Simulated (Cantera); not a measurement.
Feed: 1 mol SiCl4, 0.61 mol C2H4, 34 mol H2, equilibrated at 0.100 bar.

These are equilibrium values from Cantera (NASA tables, ideal gas, pure condensed phases), not measurements of a reactor. Candidate condensed phases: C, C6H6, C7H8, C8H18, Si, SiC; 109 gas species. The tables' values for SiCl3 are old estimates; treat these amounts as uncertain. Rates play no part. All values below are at 1700 K.

Base state: H2 0.893, HCl 0.106, SiCl2 0.000669, H 0.000440, CH4 8.73e-5, C2H2 (acetylene) 6.55e-5, Cl 4.06e-5, SiCl3 1.91e-5 (mole fractions); condensed: C(graphite) + SiC(s).

Problem. What changes in the equilibrium state with this change: SiCl4 replaced by SiH2Cl2?

Solution. 
```
species             before     after
----------------  --------  --------
H2                   0.893     0.946
HCl                  0.106    0.0534
H                 0.000440  0.000453
SiCl2             0.000669  0.000160
SiCl3              1.91e-5   2.24e-6
Cl                 4.06e-5   1.99e-5
C(graphite), mol     0.238     0.217
SiC(s), mol          0.974     0.994
```
